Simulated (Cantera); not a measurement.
Input: 1 mol Si, 9.1 mol H₂O, 150 mol H₂, equilibrated at 1125 K and 0.100 bar.

Equilibrium computed with Cantera from the NASA thermochemical tables; the gas is ideal and each condensed phase is pure. Candidate condensed phases: H₂O, Si, SiO₂; 18 gas species. Equilibrium is a limit: real reactors are often held back by kinetics, nucleation or transport.

Base state: H₂ 0.955, H₂O 0.0446 (mole fractions); condensed: SiO₂(β-quartz).

Question: What changes in the equilibrium state with this change: Si replaced by Al?

Answer: 
| species | before | after |
|---|---|---|
| H₂ | 0.955 | 0.952 |
| H₂O | 0.0446 | 0.0478 |
| SiO₂(β-quartz), mol | 1.00 | 0 |
| Al₂O₃(s), mol | 0 | 0.500 |
Further candidate phases: Al, Al₂O₃.
